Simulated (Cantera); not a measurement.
A Cantera script and what it prints.

```python
import numpy as np
import cantera as ct

gas_names = """
    B BN BO BO2 B2 B2O B2O2 B2O3 N NO NO2 NO3 N2 N2O O O2 O3
""".split()
cond_names = """
    B(b) B(L) BN(s) B2O3(L)
""".split()


def load(file, names, dense=False):
    # The tables refer to 1 bar. Condensed volumes are neglected.
    table = {s.name: s for s in ct.Species.list_from_file(file)}
    out = []
    for n in names:
        d = dict(table[n].input_data)
        d["thermo"] = dict(d["thermo"], **{"reference-pressure": 1e5})
        if dense:
            d["equation-of-state"] = {"model": "constant-volume", "density": "1e6 g/cm^3"}
        out.append(ct.Species.from_dict(d))
    return out


gas = ct.Solution(thermo="ideal-gas", species=load("nasa_gas.yaml", gas_names))
cond = {s.name: ct.Solution(thermo="fixed-stoichiometry", species=[s], name=s.name)
        for s in load("nasa_condensed.yaml", cond_names, dense=True)}
atoms = {
    'BN': {'B': 1, 'N': 1},
    'O2': {'O': 2},
}
top_T = {'BN(s)': 3200}  # K; cautious upper limits of use, not melting points


def equilibrate(T, P, feed):
    n = {}
    for name, mol in feed.items():
        for a, k in atoms[name].items():
            n[a] = n.get(a, 0.0) + k * mol
    gas.TPX = T, P, n
    mass = sum(n.values()) * gas.mean_molecular_weight
    gas.equilibrate("TP")
    valid = [c for c in cond.values() if c.min_temp <= T <= top_T.get(c.name, c.max_temp)]
    mix = ct.Mixture([(gas, mass / gas.mean_molecular_weight)] + [(c, 0.0) for c in valid])
    mix.T, mix.P = T, P
    mix.equilibrate("TP", solver="vcs", rtol=1e-11, max_steps=5000)
    return mix


results = []
feed = {'BN': 1, 'O2': 0.11}  # mol
P = 440  # Pa
for T in [850, 950, 1050, 1150, 1250, 1350, 1450, 1550, 1650, 1750, 1850]:
    mix = equilibrate(T, P, feed)
    results.append((T, P, feed, dict(zip(mix.species_names, mix.species_moles))))

top = {s: max(r[3][s] / sum(r[3][g] for g in gas_names) for r in results) for s in gas_names}
cols = sorted((s for s in top if top[s] > 1e-05), key=lambda s: -top[s])[:8]
seen = [c for c in cond_names if any(r[3].get(c, 0) > 1e-12 for r in results)]
print("log10 of partial pressures in bar; condensed amounts in mol")
print(f"{'T/K':>10s}" + "".join(f"{s[:9]:>10s}" for s in cols + seen))
for T, P, feed, n in results:
    ng = sum(n[g] for g in gas_names)
    print(f"{T:10.4g}" + "".join(f"{np.log10(max(n[s] / ng * P / 1e5, 1e-99)):10.3f}" for s in cols)
          + "".join(f"{n.get(c, 0):10.4g}" for c in seen))
```

Result:

```
log10 of partial pressures in bar; condensed amounts in mol
       T/K        N2      B2O3      B2O2        BO       BO2       B2O     BN(s)   B2O3(L)
       850    -2.357   -15.169   -20.131   -19.829   -21.378   -34.498    0.8533   0.07333
       950    -2.357   -12.572   -16.658   -16.631   -18.411   -29.070    0.8533   0.07333
      1050    -2.357   -10.487   -13.862   -14.052   -16.020   -24.689    0.8533   0.07333
      1150    -2.357    -8.779   -11.563   -11.929   -14.052   -21.083    0.8533   0.07333
      1250    -2.357    -7.356    -9.642   -10.153   -12.405   -18.064    0.8533   0.07333
      1350    -2.357    -6.153    -8.013    -8.645   -11.008   -15.502    0.8533   0.07332
      1450    -2.357    -5.124    -6.616    -7.350    -9.808   -13.300    0.8533    0.0732
      1550    -2.363    -4.235    -5.403    -6.226    -8.768   -11.386    0.8533    0.0723
      1650    -2.398    -3.459    -4.332    -5.236    -7.861    -9.689    0.8527   0.06632
      1750    -2.660    -2.776    -3.311    -4.324    -7.100    -8.039    0.8409 0.0001246
      1850    -2.665    -2.959    -3.006    -3.815    -6.910    -6.985    0.8246         0
```

Equilibrium computed with Cantera from the NASA thermochemical tables; the gas is ideal and each condensed phase is pure. Mutual solubility and eutectic melting of coexisting phases are not modelled.
